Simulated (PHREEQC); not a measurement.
Make-up at 34 °C: 0.0056 mol/kgw HF and 0.0024 mol/kgw (CH3)4NF. Closed to the air; pH follows from the charge balance.

All values are PHREEQC results (ion-association model, phreeqc.dat), not measurements.

```
Property                    Value
----------------  ---------------
pH                           3.07
ionic strength    0.00331 mol/kgw
total alkalinity     -5.60 meq/kg
```

```json
[
 {"species": "HF", "molality": "0.00463", "activity": "0.00463", "log γ": "0.000"},
 {"species": "F-", "molality": "0.00325", "activity": "0.00305", "log γ": "-0.028"},
 {"species": "(CH3)4N+", "molality": "0.00240", "activity": "0.00225", "log γ": "-0.028"},
 {"species": "H+", "molality": "0.000911", "activity": "0.000859", "log γ": "-0.025"},
 {"species": "HF2-", "molality": "6.13e-5", "activity": "5.75e-5", "log γ": "-0.028"}
]
```

No solid was allowed to form. Complexes and solids missing from the database can't appear. (CH3)4N+ isn't in the database: it is added as a free cation with an ion size of 4 Å.
